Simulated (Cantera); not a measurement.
Mixture: 13.4 % CH3OH, 18.2 % O2, 68.5 % N2, equivalence ratio 1.1, at 1000000 Pa, adiabatic and at constant pressure. Ignition delay is the time to a rise of 400 K.

Computed with Cantera and GRI-Mech 3.0 (53 species, 325 reactions). GRI-Mech 3.0 was tuned for natural gas; its chemistry of methanol as a main component is partial and can be far from experiment.

**Question.** Predict: delay at 1273 K; delay at 1348 K; delay at 1423 K; delay at 1498 K; delay at 1573 K; apparent activation energy between 1423 and 1573 K.

**Answer.** 
| Property | Result |
|---|---|
| delay at 1273 K | 0.459 ms |
| delay at 1348 K | 0.163 ms |
| delay at 1423 K | 66.3 µs |
| delay at 1498 K | 30.4 µs |
| delay at 1573 K | 15.4 µs |
| apparent activation energy between 1423 and 1573 K | 180 kJ/mol |
